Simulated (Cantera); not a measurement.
A perfectly stirred reactor is fed with CH₄ : N₂ = 1 : 1.8 (molar parts), at 1430 Torr; it is held at 2000 K, and followed from long to short residence time.

Detailed kinetics in Cantera: GRI-Mech 3.0 (53 species, 325 reactions). GRI-Mech 3.0 stops at C3 and has no aromatics, soot or wall deposition, so with more carbon than oxygen in the feed, carbon stays in small species such as C2H2 where larger ones or solid carbon would form.

### Question
Predict: x(CH₄) at τ = 0.390 s; x(C₂H₂) at τ = 0.390 s; x(C₂H₄) at τ = 0.390 s; x(CH₂) at τ = 0.390 s; x(H) at τ = 0.390 s; x(CH₄) at τ = 21.0 ms; x(C₂H₂) at τ = 21.0 ms; x(C₂H₄) at τ = 21.0 ms; x(CH₂) at τ = 21.0 ms; x(H) at τ = 21.0 ms.

### Answer
```
Item                       Value
----------------------  --------
x(CH₄) at τ = 0.390 s    0.00509
x(C₂H₂) at τ = 0.390 s     0.129
x(C₂H₄) at τ = 0.390 s  0.000643
x(CH₂) at τ = 0.390 s    4.56e-7
x(H) at τ = 0.390 s     0.000734
x(CH₄) at τ = 21.0 ms     0.0193
x(C₂H₂) at τ = 21.0 ms     0.123
x(C₂H₄) at τ = 21.0 ms  0.000693
x(CH₂) at τ = 21.0 ms    1.55e-6
x(H) at τ = 21.0 ms     0.000690
```
